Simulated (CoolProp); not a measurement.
Vapour-liquid equilibrium of propylene (1) + R134a (2) at 8.75 bar; x and y are mole fractions of (1).

Values from CoolProp's multi-fluid Helmholtz-energy mixture model, Lemmon 2013 and Tillner-Roth 1994; pair parameters Bell 2016.

```json
[
 {"x": "0.05", "bubble temperature, mixture model (K)": "303.7", "bubble temperature, Raoult's law (K)": "306.5", "y, mixture model": "0.129", "y, Raoult's law": "0.081"},
 {"x": "0.2", "bubble temperature, mixture model (K)": "295.2", "bubble temperature, Raoult's law (K)": "303.1", "y, mixture model": "0.391", "y, Raoult's law": "0.298"},
 {"x": "0.35", "bubble temperature, mixture model (K)": "290.4", "bubble temperature, Raoult's law (K)": "299.8", "y, mixture model": "0.536", "y, Raoult's law": "0.481"},
 {"x": "0.5", "bubble temperature, mixture model (K)": "287.6", "bubble temperature, Raoult's law (K)": "296.7", "y, mixture model": "0.631", "y, Raoult's law": "0.636"},
 {"x": "0.65", "bubble temperature, mixture model (K)": "286.2", "bubble temperature, Raoult's law (K)": "293.7", "y, mixture model": "0.711", "y, Raoult's law": "0.767"},
 {"x": "0.8", "bubble temperature, mixture model (K)": "285.6", "bubble temperature, Raoult's law (K)": "290.9", "y, mixture model": "0.800", "y, Raoult's law": "0.878"},
 {"x": "0.95", "bubble temperature, mixture model (K)": "286.5", "bubble temperature, Raoult's law (K)": "288.3", "y, mixture model": "0.934", "y, Raoult's law": "0.972"}
]
```

The largest gap from Raoult's law is -9.4 K in bubble temperature, at x = 0.35. y crosses x between x = 0.65 and 0.8: the model has an azeotrope there.

Pair parameters are fitted to limited data, so mixtures are less certain than the pure fluids.
